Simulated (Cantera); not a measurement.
## Calcination and drying: CaCO₃ + CO₂

Input: 1 mol CaCO₃, 0.43 mol CO₂, equilibrated at 1330 Pa.

Method: chemical equilibrium by Gibbs-energy minimisation in Cantera with the NASA 1993 tables (ideal gas, pure condensed phases). Candidate condensed phases: C, Ca, CaCO₃, CaO; 15 gas species. Equilibrium is a limit: real reactors are often held back by kinetics, nucleation or transport.

| T (K) | x CO₂ | x CO | x O₂ | x O | x Ca | x CaO | n CaCO₃(calcite) | n CaO(s) |
|---|---|---|---|---|---|---|---|---|
| 723 | 1.00 | 7.98e-10 | 2.04e-12 | <1e-12 | <1e-12 | <1e-12 | 1.00 | 0 |
| 823 | 1.00 | 6.37e-9 | 3.01e-9 | <1e-12 | <1e-12 | <1e-12 | 1.00 | 0 |
| 923 | 1.00 | 1.24e-7 | 6.20e-8 | <1e-12 | <1e-12 | <1e-12 | 1.00 | 0 |
| 1023 | 1.000 | 1.37e-6 | 6.84e-7 | 2.23e-12 | <1e-12 | <1e-12 | 0 | 1.00 |
| 1123 | 1.000 | 9.82e-6 | 4.91e-6 | 8.44e-11 | <1e-12 | <1e-12 | 0 | 1.00 |
| 1223 | 1.000 | 5.09e-5 | 2.55e-5 | 1.77e-9 | <1e-12 | <1e-12 | 0 | 1.00 |
| 1323 | 1.000 | 0.000205 | 0.000103 | 2.34e-8 | <1e-12 | <1e-12 | 0 | 1.00 |
| 1423 | 0.999 | 0.000680 | 0.000340 | 2.15e-7 | <1e-12 | <1e-12 | 0 | 1.00 |
| 1523 | 0.997 | 0.00192 | 0.000958 | 1.48e-6 | <1e-12 | <1e-12 | 0 | 1.00 |
| 1623 | 0.993 | 0.00475 | 0.00237 | 8.02e-6 | 6.92e-12 | 7.27e-12 | 0 | 1.00 |
| 1723 | 0.984 | 0.0105 | 0.00524 | 3.57e-5 | 1.41e-10 | 1.23e-10 | 0 | 1.00 |
| 1823 | 0.968 | 0.0212 | 0.0106 | 0.000134 | 2.05e-9 | 1.52e-9 | 0 | 1.00 |
| 1923 | 0.941 | 0.0395 | 0.0195 | 0.000438 | 2.25e-8 | 1.44e-8 | 0 | 1.00 |
x: gas mole fraction; n: condensed amount in mol.

From 723 K to 923 K the condensed part is CaCO₃(calcite). From 1023 K to 1923 K the condensed part is CaO(s).
